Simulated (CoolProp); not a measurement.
Saturation properties of R1234ze(E) (Tc = 382.5 K, pc = 3635 kPa, ω = 0.313).

Values from CoolProp's reference Helmholtz-energy equation of state, Thol 2016.

| T (K) | p (kPa) | liquid cp (kJ/(kg K)) | vapour Z | liquid viscosity (µPa s) | liquid conductivity (mW/(m K)) |
|---|---|---|---|---|---|
| 261.5 | 137.9 | 1.295 | 0.9479 | 298 | 87.4 |
| 266.7 | 169.6 | 1.305 | 0.9396 | 278 | 85.4 |
| 271.9 | 206.8 | 1.316 | 0.9306 | 260 | 83.5 |
| 277.1 | 249.9 | 1.327 | 0.9206 | 244 | 81.6 |
| 282.3 | 299.6 | 1.340 | 0.9099 | 228 | 79.8 |
| 287.5 | 356.5 | 1.354 | 0.8982 | 214 | 77.9 |
| 292.8 | 422.7 | 1.369 | 0.8853 | 201 | 76.1 |
| 298 | 496.3 | 1.385 | 0.8717 | 188 | 74.3 |
| 303.2 | 579.2 | 1.403 | 0.8571 | 177 | 72.5 |
| 308.4 | 672.1 | 1.423 | 0.8414 | 166 | 70.8 |
| 313.6 | 775.9 | 1.445 | 0.8246 | 155 | 69.1 |
| 318.8 | 891.2 | 1.470 | 0.8066 | 146 | 67.4 |
| 324 | 1019 | 1.498 | 0.7874 | 137 | 65.7 |
| 329.3 | 1163 | 1.531 | 0.7663 | 128 | 64.1 |

It boils at 254.2 K under 1 atm.

Viscosity comes from a separate model (Bell 2016), an estimate that may be off by 10 % or more. Thermal conductivity comes from a separate model (Perkins 2011).
